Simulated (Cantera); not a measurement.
Input: 1 mol CF4, a varied amount of H2, at 727 °C and 16.0 Pa.

These are equilibrium values from Cantera (NASA tables, ideal gas, pure condensed phases), not measurements of a reactor. Candidate condensed phases: C, C6H6, C7H8, C8H18; 95 gas species. Gases not in the tables: C2F6 and larger saturated fluorocarbons. The numbers say what is thermodynamically allowed, not how fast it happens.

x: gas mole fraction; n: condensed amount in mol.

```csv
n(H2) (mol),x HF,x H2,x CF4,x CH4,x H,n C(graphite)
0.37,0.476,8.18e-12,0.524,<1e-12,<1e-12,0.185
1.7,___,___,___,<1e-12,___,___
3,0.800,0.200,<1e-12,6.11e-7,8.02e-8,1.000
4.3,0.635,0.365,<1e-12,2.04e-6,1.08e-7,1.000
5.6,0.526,0.474,<1e-12,3.43e-6,1.23e-7,1.000
6.9,___,___,<1e-12,___,1.33e-7,1.000
8.2,0.392,0.608,<1e-12,5.64e-6,1.40e-7,1.000
```

What belongs in the gaps?


- 1.7, x HF: 0.958
- 1.7, x H2: 1.17e-10
- 1.7, x CF4: 0.0423
- 1.7, x H: 1.94e-12
- 1.7, n C(graphite): 0.850
- 6.9, x HF: 0.449
- 6.9, x H2: 0.551
- 6.9, x CH4: 4.63e-6
